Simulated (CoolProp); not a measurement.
Saturated liquid density (kg/m³) of octamethyltrisiloxane (MDM): the reference equation beside estimates from Tc = 565.4 K, pc = 1.438 MPa, ω = 0.528. Rackett uses Z = 0.29056 − 0.08775 ω.

Values from CoolProp's reference Helmholtz-energy equation of state, Thol 2017.

```
T (K)  reference  Rackett  Soave-Redlich-Kwong  Peng-Robinson
-----  ---------  -------  -------------------  -------------
291.1      822.3    932.1                733.7          824.1
308.6      804.7    912.4                722.3          812.0
326        786.9    892.2                710.0          799.0
343.5      768.7    871.4                696.6          784.8
361        750.0    849.8                682.0          769.2
378.4      730.9    827.6                666.2          752.1
395.9      711.0    804.4                648.8          733.3
413.3      690.4    780.3                629.7          712.5
430.8      668.6    754.8                608.5          689.2
448.3      645.5    727.7                584.9          663.1
465.7      620.8    698.9                558.7          633.7
```

Absolute difference from the reference over all 11 rows, mean and median: Rackett 13.1 and 13.2 %, Soave-Redlich-Kwong 9.5 and 9.4 %, Peng-Robinson 2.2 and 2.6 %.
